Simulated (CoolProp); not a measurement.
200 sccm (0 °C, 1 atm) of nitrogen bubbles through liquid p-xylene at 344.8 K and leaves saturated at a total pressure of 0.15 MPa (ideal gas phase). Each further row changes one setting.

Values from CoolProp's reference Helmholtz-energy equation of state, Zhou 2012.

```csv
case,vapour pressure (kPa),mole fraction of vapour,delivery (mg/min),delivery (sccm),change of delivery for a bath 1 K warmer (%)
as stated,11.2,[?],76.8,16.2,[?]
bath temperature 349.8 K,13.7,[?],95.4,[?],4.4
total pressure 0.3 MPa,11.2,0.0375,[?],7.79,[?]
```

Question: Fill in the missing entries.

Answer: 
- as stated, mole fraction of vapour: 0.0749
- as stated, change of delivery for a bath 1 K warmer (%): 4.5
- bath temperature 349.8 K, mole fraction of vapour: 0.0915
- bath temperature 349.8 K, delivery (sccm): 20.1
- total pressure 0.3 MPa, delivery (mg/min): 36.9
- total pressure 0.3 MPa, change of delivery for a bath 1 K warmer (%): 4.3
